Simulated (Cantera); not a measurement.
An adiabatic, constant-volume homogeneous reactor starts with CO : H2 : O2 : N2 = 1 : 0.39 : 1.24 : 4.67 (molar parts), at 1050 K and 3.45 atm. Integrator tolerance rtol = 1e-08.

Computed with Cantera and GRI-Mech 3.0 (53 species, 325 reactions). The hydrogen kinetics of GRI-Mech 3.0 are dated; newer H2 mechanisms differ, most at raised pressure.

### Question
What does this change do: constant pressure in place of constant volume?

### Answer
```
quantity                                                              before                                      after
---------------------------------  -----------------------------------------  -----------------------------------------
time of steepest temperature rise                                   0.561 ms                                   0.595 ms
temperature at 0.600 s                                                2619 K                                     2397 K
equilibrium temperature                                               2619 K                                     2397 K
x(CO) at 0.600 s                       0.0119 (gas-phase equilibrium 0.0119)    0.00582 (gas-phase equilibrium 0.00582)
x(H2) at 0.600 s                   0.000716 (gas-phase equilibrium 0.000716)  0.000382 (gas-phase equilibrium 0.000382)
x(O2) at 0.600 s                       0.0771 (gas-phase equilibrium 0.0771)      0.0780 (gas-phase equilibrium 0.0780)
x(H2O2) at 0.600 s                   3.82e-7 (gas-phase equilibrium 3.82e-7)    1.64e-7 (gas-phase equilibrium 1.64e-7)
x(H2O) at 0.600 s                      0.0540 (gas-phase equilibrium 0.0540)      0.0561 (gas-phase equilibrium 0.0561)
x(OH) at 0.600 s                     0.00705 (gas-phase equilibrium 0.00705)    0.00443 (gas-phase equilibrium 0.00443)
```

### Question
What does this change do: initial temperature 1050 to 1625 K?

### Answer
```
quantity                                                              before                                    after
---------------------------------  -----------------------------------------  ---------------------------------------
time of steepest temperature rise                                   0.561 ms                                  4.74 µs
temperature at 0.600 s                                                2619 K                                   2845 K
equilibrium temperature                                               2619 K                                   2845 K
x(CO) at 0.600 s                       0.0119 (gas-phase equilibrium 0.0119)    0.0317 (gas-phase equilibrium 0.0317)
x(H2) at 0.600 s                   0.000716 (gas-phase equilibrium 0.000716)  0.00187 (gas-phase equilibrium 0.00187)
x(O2) at 0.600 s                       0.0771 (gas-phase equilibrium 0.0771)    0.0793 (gas-phase equilibrium 0.0793)
x(H2O2) at 0.600 s                   3.82e-7 (gas-phase equilibrium 3.82e-7)  4.39e-7 (gas-phase equilibrium 4.39e-7)
x(H2O) at 0.600 s                      0.0540 (gas-phase equilibrium 0.0540)    0.0482 (gas-phase equilibrium 0.0482)
x(OH) at 0.600 s                     0.00705 (gas-phase equilibrium 0.00705)    0.0132 (gas-phase equilibrium 0.0132)
```
